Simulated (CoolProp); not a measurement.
Computed with CoolProp (reference Helmholtz-energy equation of state, Lemmon 2006). It is a short technical equation, of lower accuracy than the large ones.

### Question
For CH3F (R41), give the phase and the Z, cv (kJ/(kg K)) at -57.15 °C and 2.25 MPa; 58.15 °C and 2.25 MPa.

### Answer
- -57.15 °C and 2.25 MPa: liquid; Z 0.0508, cv 1.24
- 58.15 °C and 2.25 MPa: gas; Z 0.861, cv 1.02
